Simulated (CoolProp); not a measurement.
Computed with CoolProp (reference Helmholtz-energy equation of state, Younglove 1994). It is a modified Benedict-Webb-Rubin equation, recast in Helmholtz form.

For R123, give the phase and the cp (kJ/(kg K)), speed of sound (m/s), conductivity (mW/(m K)), Prandtl number at 226.85 °C and 62.4 kPa; 226.85 °C and 1970 kPa; 226.85 °C and 9150 kPa.


- 226.85 °C and 62.4 kPa: gas; cp 0.869, speed of sound 170, conductivity 20.7, Prandtl number 0.721
- 226.85 °C and 1970 kPa: gas; cp 0.950, speed of sound 149, conductivity 22.7, Prandtl number 0.758
- 226.85 °C and 9150 kPa: supercritical; cp 1.45, speed of sound 187, conductivity 41.0, Prandtl number 2.58

Viscosity comes from a separate model (Tanaka 1996). Thermal conductivity comes from a separate model (Laesecke 1996).
